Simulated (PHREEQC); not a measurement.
# Acid mine or pickling water: an equilibrium model

A made-up water analysis in mg/L, 25 °C, pH 3.04, pe 9:

```json
[
 {"constituent": "Na", "mg/L": "145"},
 {"constituent": "K", "mg/L": "45.1"},
 {"constituent": "Ca", "mg/L": "249"},
 {"constituent": "Mg", "mg/L": "15.5"},
 {"constituent": "Cl", "mg/L": "18"},
 {"constituent": "S(6) as SO4", "mg/L": "872"},
 {"constituent": "Mn(2)", "mg/L": "0.188"}
]
```

Cl is adjusted to close the charge balance.
Valence states are taken as typed.

Model: ion-association model, phreeqc.dat, run in PHREEQC.

No solid was allowed to form.

Question: Predict the ionic strength, specific conductance.

Answer: ionic strength 0.0304 mol/kgw; specific conductance 2350 µS/cm.

Question: In which forms is Mg present?

Answer: Mg+2 69 %, MgSO4 31 % of the Mg.
